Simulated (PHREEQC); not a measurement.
Make-up at 25 °C: 0.041 mol/kgw (CH3)4NF, 0.1 mol/kgw Al2(SO4)3, 0.027 mol/kgw NH4HSO4 and 0.017 mol/kgw (NH4)2CO3. Closed to the air; pH follows from the charge balance.

Computed with PHREEQC (ion-association model, phreeqc.dat).

Each row changes one thing in this solution. No solid was allowed to form.

```json
[
 {"case": "as made", "pH": "5.03", "ionic strength (mol/kgw)": "0.448", "SO4-2 (mol/kgw)": "0.103", "AlSO4+ (mol/kgw)": "0.0881", "Al(SO4)2- (mol/kgw)": "0.0619", "NH4+ (mol/kgw)": "0.0494", "SI of Al(OH)3(a) (Al(OH)3)": "+1.20"},
 {"case": "diluted 10-fold with water", "pH": "4.71", "ionic strength (mol/kgw)": "0.0603", "SO4-2 (mol/kgw)": "0.0159", "AlSO4+ (mol/kgw)": "0.0113", "Al(SO4)2- (mol/kgw)": "0.00249", "NH4+ (mol/kgw)": "0.00561", "SI of Al(OH)3(a) (Al(OH)3)": "-0.04"},
 {"case": "(CH3)4NF left out", "pH": "4.89", "ionic strength (mol/kgw)": "0.339", "SO4-2 (mol/kgw)": "0.0725", "AlSO4+ (mol/kgw)": "0.117", "Al(SO4)2- (mol/kgw)": "0.0640", "NH4+ (mol/kgw)": "0.0512", "SI of Al(OH)3(a) (Al(OH)3)": "+1.02"},
 {"case": "(CH3)4NF from 0.041 to 0.0082 mol/kgw", "pH": "4.92", "ionic strength (mol/kgw)": "0.362", "SO4-2 (mol/kgw)": "0.0787", "AlSO4+ (mol/kgw)": "0.110", "Al(SO4)2- (mol/kgw)": "0.0640", "NH4+ (mol/kgw)": "0.0508", "SI of Al(OH)3(a) (Al(OH)3)": "+1.06"},
 {"case": "(CH3)4NF from 0.041 to 0.0369 mol/kgw", "pH": "5.01", "ionic strength (mol/kgw)": "0.438", "SO4-2 (mol/kgw)": "0.101", "AlSO4+ (mol/kgw)": "0.0905", "Al(SO4)2- (mol/kgw)": "0.0623", "NH4+ (mol/kgw)": "0.0495", "SI of Al(OH)3(a) (Al(OH)3)": "+1.18"},
 {"case": "temperature from 25 to 30 °C", "pH": "4.90", "ionic strength (mol/kgw)": "0.445", "SO4-2 (mol/kgw)": "0.103", "AlSO4+ (mol/kgw)": "0.0880", "Al(SO4)2- (mol/kgw)": "0.0623", "NH4+ (mol/kgw)": "0.0495", "SI of Al(OH)3(a) (Al(OH)3)": "+1.12"},
 {"case": "diluted 2-fold with water", "pH": "4.94", "ionic strength (mol/kgw)": "0.246", "SO4-2 (mol/kgw)": "0.0601", "AlSO4+ (mol/kgw)": "0.0485", "Al(SO4)2- (mol/kgw)": "0.0250", "NH4+ (mol/kgw)": "0.0257", "SI of Al(OH)3(a) (Al(OH)3)": "+0.84"},
 {"case": "NH4HSO4 from 0.027 to 0.0054 mol/kgw", "pH": "5.47", "ionic strength (mol/kgw)": "0.441", "SO4-2 (mol/kgw)": "0.102", "AlSO4+ (mol/kgw)": "0.0814", "Al(SO4)2- (mol/kgw)": "0.0570", "NH4+ (mol/kgw)": "0.0319", "SI of Al(OH)3(a) (Al(OH)3)": "+2.49"}
]
```

Species that the database lacks are ignored. Some of these states are supersaturated (in Al(OH)3(a), Gibbsite (slow to form), for instance). Carbamate, which ammonia and carbonate form, is missing from the database. (CH3)4N+ isn't in the database: it is added as a free cation with an ion size of 4 Å. Fluoro complexes past AlF4- and FeF3 are missing from the database.
